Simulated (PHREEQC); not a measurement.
A solution holds 0.043 mol HF and 0.051 mol NaF per kg of water, at 25 °C. It is in equilibrium with CO2 at log p = -2 (atm). Otherwise closed; pH follows from the charge balance.

The numbers come from PHREEQC with the ion-association model, phreeqc.dat.

Each row changes one thing in this solution. No solid was allowed to form.

```
case                                pH  ionic strength (mol/kgw)  F- (mol/kgw)  HF (mol/kgw)  HF2- (mol/kgw)  NaF (mol/kgw)
--------------------------------  ----  ------------------------  ------------  ------------  --------------  -------------
as made                           3.17                    0.0509        0.0447        0.0360         0.00618       0.000852
diluted 100-fold with water       3.68                  0.000723      0.000722      0.000217         6.01e-7        1.99e-7
HF from 0.043 to 0.0215 mol/kgw   3.50                    0.0505        0.0472        0.0179         0.00324       0.000900
temperature from 25 to 65 °C      3.50                    0.0506        0.0437        0.0358         0.00686       0.000808
HF from 0.043 to 0.0043 mol/kgw   4.22                    0.0501        0.0495       0.00356        0.000675       0.000942
NaF from 0.051 to 0.0765 mol/kgw  3.36                    0.0753        0.0666        0.0338         0.00864        0.00177
```

Away from 25 °C the constants follow the database's enthalpies or fits; those with neither stay at their 25 °C values.
